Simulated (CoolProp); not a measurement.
A closed Brayton cycle with carbon dioxide: compressor inlet 321.15 K and 8.3 MPa, high pressure 17 MPa, turbine inlet 800 K, compressor efficiency 0.85, turbine efficiency 0.85, recuperator effectiveness 0.95 (on enthalpy, no pinch check). Each further row changes one setting.

Model: reference Helmholtz-energy equation of state, Span 1996, in CoolProp.

| case | thermal efficiency (%) | net work (kJ/kg) | compressor to turbine work | compressor exit (K) | turbine exit (K) |
|---|---|---|---|---|---|
| as stated | 31.6 | 55.3 | 0.37 | 378.0 | 719.6 |
| turbine inlet 750 K | 29.6 | 49.1 | 0.40 | 378.0 | 672.5 |
| compressor inlet 331.15 K | 30.7 | 50.1 | 0.43 | 393.3 | 719.6 |
| high pressure 14.4 MPa | 30.0 | 44.2 | 0.35 | 364.6 | 737.9 |
| recuperator effectiveness 0.5 | 15.6 | 55.3 | 0.37 | 378.0 | 719.6 |
